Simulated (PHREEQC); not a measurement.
1 kg of water holding 23 mmol/kgw NaCl, 66 mmol/kgw CaCl2 and 34 mmol/kgw SrCl2 is evaporated at 25 °C; the solids stay in contact with the brine. No CO2 enters from the air. Only these solids could form: Halite, Portlandite.

Computed with PHREEQC (Pitzer model, pitzer.dat).

```json
[
 {"water left (kg)": "1", "ionic strength": "0.323", "water activity": "0.995", "Halite (mol)": "0", "Ca in solution (mol/kgw)": "0.0660"},
 {"water left (kg)": "0.8219", "ionic strength": "0.393", "water activity": "0.993", "Halite (mol)": "0", "Ca in solution (mol/kgw)": "0.0803"},
 {"water left (kg)": "0.6755", "ionic strength": "0.478", "water activity": "0.992", "Halite (mol)": "0", "Ca in solution (mol/kgw)": "0.0977"},
 {"water left (kg)": "0.5552", "ionic strength": "0.582", "water activity": "0.990", "Halite (mol)": "0", "Ca in solution (mol/kgw)": "0.119"},
 {"water left (kg)": "0.4563", "ionic strength": "0.708", "water activity": "0.988", "Halite (mol)": "0", "Ca in solution (mol/kgw)": "0.145"},
 {"water left (kg)": "0.375", "ionic strength": "0.861", "water activity": "0.985", "Halite (mol)": "0", "Ca in solution (mol/kgw)": "0.176"},
 {"water left (kg)": "0.3082", "ionic strength": "1.05", "water activity": "0.982", "Halite (mol)": "0", "Ca in solution (mol/kgw)": "0.214"},
 {"water left (kg)": "0.2533", "ionic strength": "1.27", "water activity": "0.978", "Halite (mol)": "0", "Ca in solution (mol/kgw)": "0.261"},
 {"water left (kg)": "0.2082", "ionic strength": "1.55", "water activity": "0.973", "Halite (mol)": "0", "Ca in solution (mol/kgw)": "0.317"},
 {"water left (kg)": "0.1711", "ionic strength": "1.89", "water activity": "0.966", "Halite (mol)": "0", "Ca in solution (mol/kgw)": "0.386"},
 {"water left (kg)": "0.1407", "ionic strength": "2.30", "water activity": "0.958", "Halite (mol)": "0", "Ca in solution (mol/kgw)": "0.469"},
 {"water left (kg)": "0.1156", "ionic strength": "2.79", "water activity": "0.946", "Halite (mol)": "0", "Ca in solution (mol/kgw)": "0.571"},
 {"water left (kg)": "0.09502", "ionic strength": "3.40", "water activity": "0.932", "Halite (mol)": "0", "Ca in solution (mol/kgw)": "0.695"},
 {"water left (kg)": "0.07809", "ionic strength": "4.14", "water activity": "0.912", "Halite (mol)": "0", "Ca in solution (mol/kgw)": "0.845"},
 {"water left (kg)": "0.06418", "ionic strength": "5.03", "water activity": "0.886", "Halite (mol)": "0", "Ca in solution (mol/kgw)": "1.03"},
 {"water left (kg)": "0.05275", "ionic strength": "6.12", "water activity": "0.851", "Halite (mol)": "0", "Ca in solution (mol/kgw)": "1.25"},
 {"water left (kg)": "0.04335", "ionic strength": "7.45", "water activity": "0.804", "Halite (mol)": "0", "Ca in solution (mol/kgw)": "1.52"},
 {"water left (kg)": "0.03564", "ionic strength": "9.06", "water activity": "0.742", "Halite (mol)": "0", "Ca in solution (mol/kgw)": "1.85"},
 {"water left (kg)": "0.0293", "ionic strength": "11.0", "water activity": "0.662", "Halite (mol)": "0", "Ca in solution (mol/kgw)": "2.25"},
 {"water left (kg)": "0.02407", "ionic strength": "13.2", "water activity": "0.572", "Halite (mol)": "0.00417", "Ca in solution (mol/kgw)": "2.74"},
 {"water left (kg)": "0.01979", "ionic strength": "15.5", "water activity": "0.484", "Halite (mol)": "0.0155", "Ca in solution (mol/kgw)": "3.34"}
]
```

Halite from water left = 0.02407 kg.

Species that the database lacks are ignored.
